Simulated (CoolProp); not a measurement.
Vapour-liquid equilibrium of n-pentane (1) + toluene (2) at 283 K; x and y are mole fractions of (1).

Computed with CoolProp (multi-fluid Helmholtz-energy mixture model, Thol 2019 and Lemmon 2006; pair parameters Bell 2016).

**Question.** Give the bubble pressure and the first vapour's composition at x = 0.65, 0.8, 0.95. Is there an azeotrope?

**Answer.** x = 0.65: 26.87 kPa, y = 0.972; x = 0.8: 31.18 kPa, y = 0.984; x = 0.95: 35.89 kPa, y = 0.996. No azeotrope shows between x = 0.05 and 0.95.

The pair parameters rest on a limited set of measurements; away from them the model extrapolates.
